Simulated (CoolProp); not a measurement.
Properties of dodecamethylpentasiloxane (MD3M) along the isotherm 620 K (Tc = 628.0 K, pc = 0.9540 MPa, ω = 0.730).

The numbers come from the reference Helmholtz-energy equation of state, Thol 2019 in CoolProp.

```
p (MPa)   phase  density (kg/m³)  Joule-Thomson coefficient (K/MPa)  fugacity coefficient
-------  ------  ---------------  ---------------------------------  --------------------
0.149       gas            11.87                              11.90                     ?
0.298       gas            25.62                              13.49                0.8818
0.447       gas            42.19                              15.84                0.8241
0.596       gas                ?                              19.81                0.7667
0.745       gas            95.90                              28.94                0.7084
0.894    liquid            417.4                              8.227                     ?
1.04     liquid            441.8                              4.478                0.5609
1.19     liquid                ?                                  ?                0.5026
1.34     liquid            467.6                              2.471                0.4572
1.49     liquid                ?                              2.031                0.4211
1.64     liquid                ?                              1.722                0.3916
1.79     liquid            490.2                              1.491                0.3671
1.94     liquid            495.9                              1.311                     ?
2.09     liquid            501.0                              1.166                0.3290
2.24     liquid            505.7                              1.046                0.3138
2.38     liquid            509.8                             0.9508                0.3015
```

Q: Fill in the missing entries.

A: 
- 0.149, fugacity coefficient: 0.9403
- 0.596, density (kg/m³): 63.58
- 0.894, fugacity coefficient: 0.6362
- 1.19, density (kg/m³): 456.7
- 1.19, Joule-Thomson coefficient (K/MPa): 3.166
- 1.49, density (kg/m³): 476.4
- 1.64, density (kg/m³): 483.8
- 1.94, fugacity coefficient: 0.3465
